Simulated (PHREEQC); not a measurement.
## Acid rinse or clean: an equilibrium model

Dissolve 0.022 mol/kgw HBr, 9.1e-05 mol/kgw NiCl2 and 0.0051 mol/kgw MgCl2 at 80 °C. Closed to the air; pH follows from the charge balance.

Computed with PHREEQC (ion-association model, wateq4f.dat).

This is a speciation only: nothing precipitates in the calculation.

Question: Estimate the pH.

Answer: pH 1.73.

Question: In which forms is Ni present?

Answer: Ni+2 96 %, NiBr+ 3.0 %, NiCl+ 1.1 % of the Ni.

Constants without temperature data keep their 25 °C values here.
